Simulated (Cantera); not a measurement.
# Thermodynamics of silicon nitride deposition, feed SiH2Cl2 + N2

A closed system holds: 1 mol SiH2Cl2, 70 mol N2, equilibrated at 13.3 mbar.

Method: chemical equilibrium by Gibbs-energy minimisation in Cantera with the NASA 1993 tables (ideal gas, pure condensed phases). Candidate condensed phases: NH4Cl, Si, Si3N4; 28 gas species. N2 is the only nitrogen source here; it is nearly inert below about 1500 K, so the nitride shown seldom forms there in practice. The tables' values for SiCl3 are old estimates; treat these amounts as uncertain. The numbers say what is thermodynamically allowed, not how fast it happens.

From 675 °C to 1325 °C the condensed part is Si3N4(s). The main Si-bearing gas is SiCl4 at 675 °C and SiCl2 at 1325 °C.

| T (°C) | log p N2 | log p HCl | log p H2 | log p SiCl2 | log p SiCl4 | n Si3N4(s) |
|---|---|---|---|---|---|---|
| 675 | -1.89 | -3.55 | -4.35 | -9.21 | -4.65 | 0.293 |
| 725 | -1.89 | -3.54 | -4.37 | -8.44 | -4.67 | 0.295 |
| 775 | -1.89 | -3.53 | -4.39 | -7.74 | -4.70 | 0.297 |
| 825 | -1.89 | -3.53 | -4.41 | -7.12 | -4.72 | 0.298 |
| 875 | -1.89 | -3.53 | -4.42 | -6.55 | -4.74 | 0.299 |
| 925 | -1.89 | -3.52 | -4.43 | -6.03 | -4.77 | 0.299 |
| 975 | -1.89 | -3.52 | -4.44 | -5.57 | -4.82 | 0.297 |
| 1025 | -1.89 | -3.53 | -4.42 | -5.16 | -4.90 | 0.292 |
| 1075 | -1.89 | -3.53 | -4.39 | -4.82 | -5.05 | 0.281 |
| 1125 | -1.89 | -3.55 | -4.33 | -4.56 | -5.29 | 0.264 |
| 1175 | -1.89 | -3.58 | -4.25 | -4.36 | -5.62 | 0.242 |
| 1225 | -1.89 | -3.63 | -4.16 | -4.22 | -6.01 | 0.217 |
| 1275 | -1.89 | -3.68 | -4.09 | -4.12 | -6.42 | 0.190 |
| 1325 | -1.89 | -3.75 | -4.02 | -4.04 | -6.84 | 0.164 |
log p: log10 of the partial pressure in bar; n: condensed amount in mol.
